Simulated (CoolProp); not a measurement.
Saturation properties of methanol (Tc = 513.4 K, pc = 8216 kPa, ω = 0.565).

Computed with CoolProp (reference Helmholtz-energy equation of state, de Reuck 1993).

```
T (K)  p (kPa)  enthalpy of vaporisation (kJ/kg)  liquid cp (kJ/(kg K))  liquid conductivity (mW/(m K))
-----  -------  --------------------------------  ---------------------  ------------------------------
285.7    8.617                              1188                  2.463                             203
297.4    16.33                              1170                  2.530                             200
309.1    29.33                              1152                  2.606                             198
320.8    50.24                              1132                  2.690                             196
332.4    82.17                              1111                  2.782                             194
344.1    130.0                              1088                  2.882                             191
355.8    198.9                              1063                  2.991                             189
367.5    295.2                              1036                  3.109                             187
379.2    426.5                              1006                  3.236                             185
390.8    599.7                             973.3                  3.373                             182
402.5    827.4                             936.3                  3.525                             180
```

It boils at 337.6 K under 1 atm.

Thermal conductivity comes from a separate model (Sykioti 2013).
